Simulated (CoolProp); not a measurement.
Saturated liquid density (kg/m³) of isobutane: the reference equation beside estimates from Tc = 407.8 K, pc = 36.29 bar, ω = 0.184. Rackett uses Z = 0.29056 − 0.08775 ω.

Model: reference Helmholtz-energy equation of state, Bücker 2006, in CoolProp.

```tsv
T (K)	reference	Rackett	van der Waals	Redlich-Kwong	Soave-Redlich-Kwong	Peng-Robinson
279.9	572.8	573.5	359.2	522.2	535.6	606.4
290.3	560.3	560.9	351.4	508.2	522.3	591.7
300.6	547.6	547.9	343.2	493.5	508.2	576.1
310.9	534.2	534.3	334.5	478.0	493.1	559.3
321.2	520.1	520.0	325.3	461.5	476.9	541.1
331.5	505.2	504.9	315.5	443.9	459.3	521.3
341.8	489.2	488.8	305.0	424.9	440.2	499.5
352.1	471.8	471.3	293.6	404.4	419.3	475.5
```

Absolute difference from the reference over all 8 rows, mean and median: Rackett 0.1 and 0.1 %, van der Waals 37.5 and 37.4 %, Redlich-Kwong 11.2 and 10.9 %, Soave-Redlich-Kwong 8.3 and 8.0 %, Peng-Robinson 3.9 and 4.4 %.
